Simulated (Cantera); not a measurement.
Charge: 1 mol borazine, 4.7 mol O2, 1.1 mol H2, at 1223.15 K and 0.500 bar.

Equilibrium computed with Cantera from the NASA thermochemical tables; the gas is ideal and each condensed phase is pure. Candidate condensed phases: B, BN, B2O3, B3O3H3, H2O; 39 gas species. The feed counts by its element totals alone. Gases not in the tables: H3BO3. Equilibrium is a limit: real reactors are often held back by kinetics, nucleation or transport.

Base state: H2O 0.677, N2 0.250, O2 0.0667, (HBO2)3 0.00423, HBO2 0.00134, NO 7.39e-5 (mole fractions); condensed: B2O3(l).

Q: What changes in the equilibrium state with this change: temperature from 1223.15 K to 975 K?

A: 
```csv
species,before,after
H2O,0.677,0.669
N2,0.250,0.252
O2,0.0667,0.0671
(HBO2)3,0.00423,0.0123
HBO2,0.00134,1.77e-5
NO,7.39e-5,7.53e-6
"B2O3(l), mol",1.46,1.39
```

Q: What changes in the equilibrium state with this change: pressure from 0.500 bar to 0.000280 bar?

A: 
```
species        before    after
------------  -------  -------
H2O             0.677    0.637
N2              0.250    0.243
O2             0.0667   0.0648
HBO2          0.00134   0.0548
B2O3          3.86e-8  6.90e-5
(HBO2)3       0.00423  9.13e-5
OH            9.47e-6  5.93e-5
NO            7.39e-5  7.18e-5
B2O3(l), mol     1.46     1.33
```
